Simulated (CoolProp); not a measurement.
Values from CoolProp's reference Helmholtz-energy equation of state, Gao 2022.

### Question
For n-perfluorohexane, give the phase and the density (kg/m³), Joule-Thomson coefficient (K/MPa), expansivity (1/kK) at 450 K and 3.73 bar; 450 K and 13.1 bar; 450 K and 20.5 bar.

### Answer
- 450 K and 3.73 bar: gas; density 36.6, Joule-Thomson coefficient 8.83, expansivity 2.96
- 450 K and 13.1 bar: gas; density 180, Joule-Thomson coefficient 15.6, expansivity 9.60
- 450 K and 20.5 bar: supercritical; density 921, Joule-Thomson coefficient 5.94, expansivity 24.5
